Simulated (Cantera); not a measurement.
An isothermal, constant-pressure homogeneous reactor starts with NH3 : H2 = 1 : 0.28 (molar parts), at 2100 K and 0.0132 atm. Integrator tolerance rtol = 1e-08.

Detailed kinetics in Cantera: the gas-phase N/H chemistry of the illustrative SiF4/NH3 mechanism in the Surface Chemkin manual (1991). Walls and surfaces, which speed up NH3 decomposition in real reactors, are not modelled.

Task: What does this change do: temperature 2100 to 1350 K?

Result: 
```
quantity                                            before                                    after
-----------------  ---------------------------------------  ---------------------------------------
x(NH3) at 90.0 s   7.72e-8 (gas-phase equilibrium 7.03e-8)    0.777 (gas-phase equilibrium 4.33e-7)
x(H2) at 90.0 s        0.760 (gas-phase equilibrium 0.760)      0.222 (gas-phase equilibrium 0.781)
x(H) at 90.0 s       0.0237 (gas-phase equilibrium 0.0237)  1.98e-6 (gas-phase equilibrium 1.84e-5)
x(NH) at 90.0 s    6.48e-9 (gas-phase equilibrium 5.91e-9)   1.78e-8 (gas-phase equilibrium <1e-12)
x(N) at 90.0 s     1.57e-8 (gas-phase equilibrium 1.43e-8)  3.07e-10 (gas-phase equilibrium <1e-12)
x(N2H2) at 90.0 s    <1e-12 (gas-phase equilibrium <1e-12)   1.61e-7 (gas-phase equilibrium <1e-12)
```

Task: What does this change do: temperature 2100 to 1275 K?

Result: 
```csv
quantity,before,after
x(NH3) at 90.0 s,7.72e-8 (gas-phase equilibrium 7.03e-8),0.781 (gas-phase equilibrium 5.80e-7)
x(H2) at 90.0 s,0.760 (gas-phase equilibrium 0.760),0.219 (gas-phase equilibrium 0.781)
x(H) at 90.0 s,0.0237 (gas-phase equilibrium 0.0237),7.82e-7 (gas-phase equilibrium 5.68e-6)
x(NH) at 90.0 s,6.48e-9 (gas-phase equilibrium 5.91e-9),3.47e-9 (gas-phase equilibrium <1e-12)
x(N) at 90.0 s,1.57e-8 (gas-phase equilibrium 1.43e-8),4.21e-11 (gas-phase equilibrium <1e-12)
x(N2H2) at 90.0 s,<1e-12 (gas-phase equilibrium <1e-12),6.00e-8 (gas-phase equilibrium <1e-12)
```
